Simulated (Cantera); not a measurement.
Input (Python, Cantera) and output of one run.

```python
import numpy as np
import cantera as ct

gas_names = [...]  # 113 gases of nasa_gas.yaml made of C, H, O, Ta
cond_names = """
    C(gr) C6H6(L) C7H8(L) C8H18(L),n-octa H2O(s) H2O(L) Ta(cr) Ta(L) TaC(s) TaC(L) Ta2O5(s) Ta2O5(L)
""".split()


# ... load() reads the species with a 1 bar reference pressure and builds the phases ...
atoms = {
    'Ta2O5': {'Ta': 2, 'O': 5},
    'C': {'C': 1},
    'CO': {'C': 1, 'O': 1},
    'CH4': {'C': 1, 'H': 4},
}
top_T = {'C(gr)': 4500}  # K; cautious upper limits of use, not melting points


# ... equilibrate(T, P, feed) seeds the gas with the atoms and calls Mixture.equilibrate('TP', solver="vcs", rtol=1e-11, max_steps=5000) ...
results = []
feed = {'Ta2O5': 1, 'C': 7.8, 'CO': 0.59, 'CH4': 2}  # mol
P = 133.322  # Pa
for T in [823, 1023, 1223, 1423, 1623, 1823, 2023, 2223, 2423, 2623]:
    mix = equilibrate(T, P, feed)
    results.append((T, P, feed, dict(zip(mix.species_names, mix.species_moles))))

top = {s: max(r[3][s] / sum(r[3][g] for g in gas_names) for r in results) for s in gas_names}
cols = sorted((s for s in top if top[s] > 1e-05), key=lambda s: -top[s])[:7]
seen = [c for c in cond_names if any(r[3].get(c, 0) > 1e-12 for r in results)]
print("log10 of partial pressures in bar; condensed amounts in mol")
print(f"{'T/K':>10s}" + "".join(f"{s[:9]:>10s}" for s in cols + seen))
for T, P, feed, n in results:
    ng = sum(n[g] for g in gas_names)
    print(f"{T:10.4g}" + "".join(f"{np.log10(max(n[s] / ng * P / 1e5, 1e-99)):10.3f}" for s in cols)
          + "".join(f"{n.get(c, 0):10.4g}" for c in seen))
```

Result:

```
log10 of partial pressures in bar; condensed amounts in mol
       T/K        H2        CO         H        C3 C2H2,acet       H2O       CO2     C(gr)    TaC(s)  Ta2O5(s)
       823    -2.935    -3.778   -12.602   -41.681   -14.411    -5.591    -5.875     9.809         0         1
      1023    -3.255    -3.110   -10.010   -31.277   -11.933    -6.927    -6.666     2.802         2         0
      1223    -3.255    -3.110    -8.149   -24.299   -10.060    -8.061    -8.081       2.8         2         0
      1423    -3.255    -3.110    -6.805   -19.302    -8.719    -8.875    -9.085       2.8         2         0
      1623    -3.256    -3.110    -5.788   -15.553    -7.714    -9.486    -9.832       2.8         2         0
      1823    -3.261    -3.111    -4.994   -12.640    -6.936    -9.966   -10.408     2.798         2         0
      2023    -3.280    -3.117    -4.361   -10.314    -6.329   -10.367   -10.873     2.793         2         0
      2223    -3.339    -3.132    -3.863    -8.417    -5.877   -10.748   -11.270     2.779         2         0
      2423    -3.486    -3.165    -3.494    -6.841    -5.598   -11.180   -11.636     2.752         2         0
      2623    -3.780    -3.210    -3.265    -5.513    -5.531   -11.730   -11.975     2.632         2         0
```

These are equilibrium values from Cantera (NASA tables, ideal gas, pure condensed phases), not measurements of a reactor. TaC: taken at fixed stoichiometry. Condensed phases not in the tables: Ta2C.
